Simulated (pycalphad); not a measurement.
Effect of Si content in Al-Si-C

Computed with pycalphad from the COST 507 light-alloy database (1999), at 1 atm. The database dates from 1999; later assessments differ in places, in temperatures and in the compounds included. Phase fractions are per mole of atoms.

One of these alloys has its liquidus at 1769 K, its solidus at 850 K, and holds liquid 0.99, AL8SIC7 0.01 at 950 K. Which?
(A) Al-2.333Si-0.1113C (wt.%)
(B) Al-9.305Si-0.111C (wt.%)
(C) Al-6.985Si-0.1111C (wt.%)

A, Al-2.333Si-0.1113C (wt.%). The others: Al-6.985Si-0.1111C (wt.%), liquidus 1776, solidus 850; Al-9.305Si-0.111C (wt.%), liquidus 1780, solidus 850

Database names, with the compositions (at.%) that they take in these runs: AL8SIC7: Al 50 C 44 Si 6.
